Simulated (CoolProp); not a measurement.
R125 at several states: fugacity coefficient from the reference equation and from simpler models built on Tc = 339.2 K, pc = 3618 kPa, ω = 0.305; each cubic takes its own stable root.

Values from CoolProp's reference Helmholtz-energy equation of state, Lemmon 2005.

```
T (K)  p (kPa)          phase  reference  Redlich-Kwong  Peng-Robinson
-----  -------  -------------  ---------  -------------  -------------
465.4      295            gas     0.9912         0.9894         0.9901
216.7     38.7            gas     0.9820         0.9874         0.9851
250.1     1180         liquid     0.2420         0.3786         0.2421
385.2       46            gas     0.9972         0.9970         0.9968
467.6    13100  supercritical     0.7198         0.6645         0.7134
```
